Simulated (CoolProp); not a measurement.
Properties of C2F6 (R116) along the isotherm 230.2 K.

Computed with CoolProp (reference Helmholtz-energy equation of state, Lemmon 2006). It is a short technical equation, of lower accuracy than the large ones.

```
p (MPa)   phase  isothermal compressibility (1/MPa)  expansivity (1/kK)  Prandtl number
-------  ------  ----------------------------------  ------------------  --------------
0.457       gas                               2.557               6.843           0.779
0.914    liquid                            0.006267               3.819            3.93
1.37     liquid                                   ?               3.744            3.94
1.83     liquid                                   ?               3.673            3.96
2.29     liquid                            0.005747               3.606            3.97
2.74     liquid                            0.005598               3.543            3.98
3.2      liquid                            0.005454               3.483            4.00
3.66     liquid                                   ?               3.426            4.01
4.11     liquid                            0.005192               3.373               ?
4.57     liquid                            0.005070               3.321            4.04
```

Task: What belongs in the gaps?

Result: 
- 1.37, isothermal compressibility (1/MPa): 0.006083
- 1.83, isothermal compressibility (1/MPa): 0.005910
- 3.66, isothermal compressibility (1/MPa): 0.005318
- 4.11, Prandtl number: 4.02

Viscosity comes from a separate model (Huber 2003), an estimate that may be off by 10 % or more. Thermal conductivity comes from a separate model (Huber 2003), an estimate that may be off by 10 % or more.
